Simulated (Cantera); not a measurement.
Charge: 1 mol Si, 2.3 mol CO₂, 490 mol H₂, 0.88 mol O₂, equilibrated at 1300 K and 10000 Pa.

Equilibrium computed with Cantera from the NASA thermochemical tables; the gas is ideal and each condensed phase is pure. Candidate condensed phases: C, C₆H₆, C₇H₈, C₈H₁₈, H₂O, Si, SiC, SiO₂; 123 gas species. The tables hold silica as quartz up to 1696 K and as liquid above; real silica turns to tridymite and cristobalite and melts near 1996 K. Kinetics and transport are ignored.

Base state: H₂ 0.991, CO 0.00466, H₂O 0.00417, CO₂ 1.11e-5 (mole fractions); condensed: SiO₂(β-quartz).

What changes in the equilibrium state with this change: O₂ from 0.88 to 0.0082 mol?


```tsv
species	before	after
H₂	0.991	0.995
CO	0.00466	0.00467
H₂O	0.00417	0.000646
CO₂	1.11e-5	1.72e-6
SiO₂(β-quartz), mol	1.000	1.000
```
